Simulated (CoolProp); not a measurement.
Values from CoolProp's reference Helmholtz-energy equation of state, Gao 2022.

Give the vapour pressure (MPa), liquid density (kg/m³), enthalpy of vaporisation (kJ/kg), liquid cp (kJ/(kg K)) of saturated n-perfluorobutane at 296.9, 316.7, 322.4 K.


| T (K) | p (MPa) | liquid density (kg/m³) | enthalpy of vaporisation (kJ/kg) | liquid cp (kJ/(kg K)) |
|---|---|---|---|---|
| 296.9 | 0.257 | 1500 | 88.6 | 1.14 |
| 316.7 | 0.466 | 1420 | 80.6 | 1.18 |
| 322.4 | 0.544 | 1390 | 78.1 | 1.20 |
